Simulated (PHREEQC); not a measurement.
Make-up at 35 °C: 3.9 mmol/kgw NH4HF2, 106 mmol/kgw (NH4)2SiF6, 0.039 mmol/kgw HBF4 and 42 mmol/kgw H2SO4. Closed to the air; pH follows from the charge balance.

Equilibrium calculation in PHREEQC: ion-association model, phreeqc.dat.

No solid was allowed to form.

### Question
Predict the pH.

### Answer
pH 1.36.

### Question
In which forms is B present?

### Answer
BF4- 90 %, H3BO3 6.6 %, BF3OH- 3.2 %, BF2(OH)2- 0.5 % of the B.

The solution is supersaturated, for example in Quartz (slow to form), Chalcedony (slow to form), so a real one may precipitate; this is no full list. SiF6-2 is the database's only silicon fluoride. Real BF4- forms and hydrolyses slowly; the run takes it at equilibrium.
